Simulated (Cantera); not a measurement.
A perfectly stirred reactor is fed with 87.7 % N2O, 12.3 % O2, at 1330 Pa; it is held at 1375 K, and followed from long to short residence time.

Computed with Cantera and GRI-Mech 3.0 (53 species, 325 reactions). GRI-Mech 3.0 was tuned for natural gas; its chemistry of N2O as a main component is partial and can be far from experiment. Radical loss at walls, strong at low pressure, is not modelled. The mechanism lacks the step 2 NO + O2 → 2 NO2, which can matter for NO2 below about 1400 K. The temperature is held fixed by assumption; the heat of reaction is taken as removed at once.

**Question.** Predict: x(N2O) at τ = 7.90 s; x(O2) at τ = 7.90 s; x(O) at τ = 7.90 s; x(NO) at τ = 7.90 s; x(N2) at τ = 7.90 s; x(N2O) at τ = 0.270 s; x(O2) at τ = 0.270 s; x(O) at τ = 0.270 s; x(NO) at τ = 0.270 s; x(N2) at τ = 0.270 s.

**Answer.** 
- x(N2O) at τ = 7.90 s: 0.328
- x(O2) at τ = 7.90 s: 0.255
- x(O) at τ = 7.90 s: 1.92e-5
- x(NO) at τ = 7.90 s: 0.0702
- x(N2) at τ = 7.90 s: 0.346
- x(N2O) at τ = 0.270 s: 0.830
- x(O2) at τ = 0.270 s: 0.134
- x(O) at τ = 0.270 s: 1.92e-5
- x(NO) at τ = 0.270 s: 0.00609
- x(N2) at τ = 0.270 s: 0.0300
